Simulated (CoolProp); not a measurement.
A single-stage vapour-compression cycle with R152A: evaporating at 296.15 K (dew point), condensing at 357.15 K (bubble point), superheat 2 K, subcooling 5 K, compressor efficiency 0.65, no pressure losses. Each further row changes one setting.

The numbers come from the reference Helmholtz-energy equation of state, Outcalt 1996 in CoolProp. It is a modified Benedict-Webb-Rubin equation, recast in Helmholtz form.

| case | cooling COP | pressure ratio | discharge temperature (K) | refrigerating effect (kJ/kg) | volumetric capacity (kJ/m³) |
|---|---|---|---|---|---|
| as stated | [?] | 4.53 | 389.3 | 174 | 2990 |
| evaporating temperature 301.15 K | 2.54 | 3.91 | [?] | [?] | 3530 |
| condensing temperature 352.15 K | 2.55 | 4.08 | 382.6 | 185 | 3180 |
| subcooling 10 K | [?] | 4.53 | 389.3 | 185 | [?] |
| superheat 12 K | 2.26 | 4.53 | 399.8 | 186 | [?] |
| compressor efficiency 0.55 | 1.89 | 4.53 | 398.1 | 174 | 2990 |

**Question.** Fill in the missing entries.

**Answer.** 
- as stated, cooling COP: 2.23
- evaporating temperature 301.15 K, discharge temperature (K): 386.2
- evaporating temperature 301.15 K, refrigerating effect (kJ/kg): 177
- subcooling 10 K, cooling COP: 2.38
- subcooling 10 K, volumetric capacity (kJ/m³): 3190
- superheat 12 K, volumetric capacity (kJ/m³): 3040
